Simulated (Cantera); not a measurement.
**Silicon etching in halogen gases: Si + Cl2 + HCl**

Input: 1 mol Si, a varied amount of Cl2, 11 mol HCl, held at 777 °C and 1.33 mbar.

Equilibrium computed with Cantera from the NASA thermochemical tables; the gas is ideal and each condensed phase is pure. Candidate condensed phases: Si; 19 gas species. The tables' values for SiCl3 are old estimates; treat these amounts as uncertain. Rates play no part.

```json
[
 {"n(Cl2) (mol)": "0.7", "x HCl": "0.785", "x Cl2": "4.45e-10", "x H2": "0.121", "x SiCl4": "0.0929", "x Cl": "4.57e-7", "x SiCl3": "0.000375", "x SiHCl3": "0.000149"},
 {"n(Cl2) (mol)": "0.96", "x HCl": "0.814", "x Cl2": "6.12e-10", "x H2": "0.0946", "x SiCl4": "0.0908", "x Cl": "5.36e-7", "x SiCl3": "0.000313", "x SiHCl3": "0.000109"},
 {"n(Cl2) (mol)": "1.3", "x HCl": "0.850", "x Cl2": "1.02e-9", "x H2": "0.0617", "x SiCl4": "0.0882", "x Cl": "6.93e-7", "x SiCl3": "0.000235", "x SiHCl3": "6.65e-5"},
 {"n(Cl2) (mol)": "1.8", "x HCl": "0.898", "x Cl2": "4.17e-9", "x H2": "0.0169", "x SiCl4": "0.0846", "x Cl": "1.40e-6", "x SiCl3": "0.000112", "x SiHCl3": "1.65e-5"},
 {"n(Cl2) (mol)": "2.5", "x HCl": "0.878", "x Cl2": "0.0378", "x H2": "1.78e-9", "x SiCl4": "0.0798", "x Cl": "0.00422", "x SiCl3": "3.50e-8", "x SiHCl3": "1.68e-12"},
 {"n(Cl2) (mol)": "3.4", "x HCl": "0.818", "x Cl2": "0.101", "x H2": "5.80e-10", "x SiCl4": "0.0744", "x Cl": "0.00688", "x SiCl3": "2.00e-8", "x SiHCl3": "<1e-12"},
 {"n(Cl2) (mol)": "4.7", "x HCl": "0.745", "x Cl2": "0.178", "x H2": "2.72e-10", "x SiCl4": "0.0677", "x Cl": "0.00916", "x SiCl3": "1.37e-8", "x SiHCl3": "<1e-12"},
 {"n(Cl2) (mol)": "6.5", "x HCl": "0.663", "x Cl2": "0.266", "x H2": "1.44e-10", "x SiCl4": "0.0603", "x Cl": "0.0112", "x SiCl3": "9.96e-9", "x SiHCl3": "<1e-12"},
 {"n(Cl2) (mol)": "8.9", "x HCl": "0.578", "x Cl2": "0.356", "x H2": "8.19e-11", "x SiCl4": "0.0526", "x Cl": "0.0129", "x SiCl3": "7.50e-9", "x SiHCl3": "<1e-12"}
]
```
x: gas mole fraction; nothing condenses.

From 0.7 mol Cl2 to 8.9 mol Cl2 nothing is condensed. The main Si-bearing gas is SiCl4 throughout.
